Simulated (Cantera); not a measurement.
Cantera run:

```python
import numpy as np
import cantera as ct

gas_names = """
    CL CL2 H HCL H2 Si SiCL SiCL2 SiCL3 SiCL4 SiH SiHCL3 SiH2 SiH2CL2 SiH3 SiH3CL SiH4 Si2 Si3
""".split()
cond_names = """
    Si(cr) Si(L)
""".split()


# ... load() reads the species with a 1 bar reference pressure and builds the phases ...
atoms = {
    'Si': {'Si': 1},
    'Cl2': {'CL': 2},
    'H2': {'H': 2},
}
top_T = {}  # K; cautious upper limits of use, not melting points


# ... equilibrate(T, P, feed) seeds the gas with the atoms and calls Mixture.equilibrate('TP', solver="vcs", rtol=1e-11, max_steps=5000) ...
results = []
feed = {'Si': 1, 'Cl2': 0.75, 'H2': 2.9}  # mol
T = 1550  # K
P = 10000  # Pa
mix = equilibrate(T, P, feed)
results.append((T, P, feed, dict(zip(mix.species_names, mix.species_moles))))
x = sorted(zip(gas.X, gas.species_names), reverse=True)
print(f"T = {T:g} K  P = {P:g} Pa  gas = {mix.phase_moles(0):.4g} mol")
print("   x: " + "  ".join(f"{s} {v:.3e}" for v, s in x if v > 0.0001))
print("   condensed (mol): " + ("  ".join(f"{mix.phase(i).name} {mix.phase_moles(i):.4g}"
      for i in range(1, mix.n_phases) if mix.phase_moles(i) > 1e-12) or "none"))
```

Output:

```
T = 1550 K  P = 10000 Pa  gas = 3.612 mol
   x: H2 7.258e-01  HCL 1.520e-01  SiCL2 1.061e-01  SiCL3 1.092e-02  SiCL4 3.132e-03  SiHCL3 1.839e-03  SiH2CL2 1.761e-04
   condensed (mol): Si(cr) 0.5588
```

These are equilibrium values from Cantera (NASA tables, ideal gas, pure condensed phases), not measurements of a reactor. The tables' values for SiCl3 are old estimates; treat these amounts as uncertain.
